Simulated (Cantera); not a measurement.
Cantera run:

```python
import numpy as np
import cantera as ct

gas_names = [...]  # 113 gases of nasa_gas.yaml made of C, H, O, Pb
cond_names = """
    C(gr) C6H6(L) C7H8(L) C8H18(L),n-octa H2O(s) H2O(L) Pb(cr) Pb(L) PbO(rd) PbO(yw) PbO(L) PbO2(s)
    Pb3O4(s)
""".split()


# ... load() reads the species with a 1 bar reference pressure and builds the phases ...
atoms = {
    'PbO': {'Pb': 1, 'O': 1},
    'CO': {'C': 1, 'O': 1},
    'H2': {'H': 2},
}
top_T = {'C(gr)': 4500, 'Pb3O4(s)': 820}  # K; cautious upper limits of use, not melting points


# ... equilibrate(T, P, feed) seeds the gas with the atoms and calls Mixture.equilibrate('TP', solver="vcs", rtol=1e-11, max_steps=5000) ...
results = []
feed = {'PbO': 1, 'CO': 5.6, 'H2': 23}  # mol
T = 848.15  # K
P = 1333.22  # Pa
mix = equilibrate(T, P, feed)
results.append((T, P, feed, dict(zip(mix.species_names, mix.species_moles))))
x = sorted(zip(gas.X, gas.species_names), reverse=True)
print(f"T = {T:g} K  P = {P:g} Pa  gas = {mix.phase_moles(0):.4g} mol")
print("   x: " + "  ".join(f"{s} {v:.3e}" for v, s in x if v > 0.0001))
print("   condensed (mol): " + ("  ".join(f"{mix.phase(i).name} {mix.phase_moles(i):.4g}"
      for i in range(1, mix.n_phases) if mix.phase_moles(i) > 1e-12) or "none"))
```

Output:

```
T = 848.15 K  P = 1333.22 Pa  gas = 28.42 mol
   x: H2 7.805e-01  CO 1.780e-01  H2O 2.249e-02  CO2 1.584e-02  CH4 3.146e-03
   condensed (mol): Pb(L) 0.9994
```

Method: chemical equilibrium by Gibbs-energy minimisation in Cantera with the NASA 1993 tables (ideal gas, pure condensed phases).
